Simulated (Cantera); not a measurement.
## Adiabatic ignition

An adiabatic, constant-volume homogeneous reactor starts with 8.50 % CH4, 0.485 % C2H6, 4.93 % C3H8, 18.0 % O2, 67.9 % N2, 0.119 % H2O, at 1175 K and 3750 Torr.

Computed with Cantera and GRI-Mech 3.0 (53 species, 325 reactions). GRI-Mech 3.0 was tuned for natural gas; its chemistry of propane as a main component is partial and can be far from experiment.

```tsv
t (s)	T (K)	P (bar)	x CH4	x C2H6	x C3H8	x H2	x NO	x HCO	x H2O2
5.00e-6	1175	5.00	0.0850	0.00485	0.0493	5.51e-8	<1e-12	<1e-12	1.71e-8
1.45e-5	1175	5.00	0.0850	0.00485	0.0493	2.11e-7	<1e-12	<1e-12	1.57e-7
4.19e-5	1175	5.00	0.0850	0.00485	0.0493	1.33e-6	<1e-12	2.03e-12	1.13e-6
0.000121	1175	5.00	0.0850	0.00485	0.0492	1.27e-5	<1e-12	4.63e-11	4.44e-6
0.000351	1175	5.00	0.0851	0.00487	0.0489	6.46e-5	<1e-12	2.71e-10	6.82e-6
0.00102	1177	5.01	0.0852	0.00495	0.0479	0.000258	<1e-12	1.15e-9	9.38e-6
0.00294	1190	5.10	0.0852	0.00529	0.0427	0.00160	<1e-12	1.12e-8	2.74e-5
0.00851	2400	13.3	1.90e-8	<1e-12	<1e-12	0.212	3.11e-5	7.79e-7	6.10e-10
0.0246	2400	13.3	1.83e-8	<1e-12	<1e-12	0.212	1.33e-5	7.79e-7	6.11e-10
0.0713	2400	13.3	1.83e-8	<1e-12	<1e-12	0.212	1.27e-5	7.79e-7	6.11e-10
0.206	2400	13.3	1.83e-8	<1e-12	<1e-12	0.212	1.27e-5	7.79e-7	6.11e-10
0.597	2400	13.3	1.83e-8	<1e-12	<1e-12	0.212	1.27e-5	7.79e-7	6.11e-10
1.73	2400	13.3	1.83e-8	<1e-12	<1e-12	0.212	1.27e-5	7.79e-7	6.11e-10
5.00	2400	13.3	1.83e-8	<1e-12	<1e-12	0.212	1.27e-5	7.79e-7	6.11e-10
```
x: mole fraction; the columns are a selection and need not sum to one.

```
Item                                                                 Value
---------------------------------  ---------------------------------------
time of steepest temperature rise                                  4.14 ms
temperature at 5.00 s                                               2400 K
equilibrium temperature                                             2400 K
x(CH4) at 5.00 s                   1.83e-8 (gas-phase equilibrium 2.05e-8)
x(C2H6) at 5.00 s                    <1e-12 (gas-phase equilibrium <1e-12)
x(C3H8) at 5.00 s                    <1e-12 (gas-phase equilibrium <1e-12)
```
